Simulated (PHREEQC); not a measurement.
Arsenic or selenium liquor: speciation

Solution (25 °C): 0.0044 mol/kgw H2SeO3 and 0.00018 mol/kgw H3PO4. Closed to the air; pH follows from the charge balance.

Computed with PHREEQC (ion-association model, wateq4f.dat).

Each row changes one thing in this solution. Precipitation was switched off in this run.

| case | pH | ionic strength (mol/kgw) | H2SeO3 (mol/kgw) | HSeO3- (mol/kgw) | SeO3-2 (mol/kgw) |
|---|---|---|---|---|---|
| as made | 2.68 | 0.00221 | 0.00233 | 0.00207 | 3.63e-9 |
| diluted 100-fold with water | 4.35 | 4.47e-5 | 1.06e-6 | 4.29e-5 | 3.13e-9 |
| H3PO4 replaced by (NH4)2HPO4 at the same molality | 2.73 | 0.00234 | 0.00220 | 0.00220 | 4.33e-9 |
| H3PO4 left out | 2.69 | 0.00212 | 0.00228 | 0.00212 | 3.86e-9 |
| 0.0046 mol/kgw Ca(OH)2 added | 9.71 | 0.0175 | 1.70e-11 | 0.000177 | 0.00422 |
| 0.0011 mol/kgw Na2SO4 added | 2.70 | 0.00529 | 0.00225 | 0.00215 | 4.29e-9 |
| H2SeO3 replaced by Na2SeO3 at the same molality | 9.37 | 0.0130 | 8.28e-11 | 0.000386 | 0.00401 |
| temperature from 25 to 30 °C | 2.68 | 0.00221 | 0.00233 | 0.00207 | 3.65e-9 |
| H3PO4 from 0.00018 to 0.0009 mol/kgw | 2.61 | 0.00258 | 0.00249 | 0.00191 | 2.91e-9 |

Complexes and solids missing from the database can't appear. Some of these states are supersaturated (in Hydroxyapatite, CaSeO3, for instance). H3PO4, which wateq4f.dat lacks, is added to it with the constant of phreeqc.dat.
